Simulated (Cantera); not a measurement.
Charge: 1 mol C3H8, 0.078 mol O2, 7.9 mol N2, at 82.5 Torr.

Method: chemical equilibrium by Gibbs-energy minimisation in Cantera with the NASA 1993 tables (ideal gas, pure condensed phases). Candidate condensed phases: C, C6H6, C7H8, C8H18, H2O; 136 gas species. Kinetics and transport are ignored. All values below are at 450 °C.

Base state: N2 0.688, H2 0.259, CH4 0.0394, H2O 0.0106, CO 0.00182, CO2 0.000573, NH3 8.45e-5 (mole fractions); condensed: C(graphite).

Q: What changes in the equilibrium state with this change: O2 from 0.078 to 0.75 mol?

A: 
```csv
species,before,after
N2,0.688,0.657
H2,0.259,0.217
H2O,0.0106,0.0601
CO2,0.000573,0.0261
CO,0.00182,0.0123
CH4,0.0394,0.0276
NH3,8.45e-5,6.33e-5
"C(graphite), mol",2.52,2.20
```

Q: What changes in the equilibrium state with this change: O2 from 0.078 to 0.02 mol?

A: 
```csv
species,before,after
N2,0.688,0.691
H2,0.259,0.265
CH4,0.0394,0.0411
H2O,0.0106,0.00292
CO2,0.000573,4.16e-5
CO,0.00182,0.000491
NH3,8.45e-5,8.73e-5
"C(graphite), mol",2.52,2.52
```
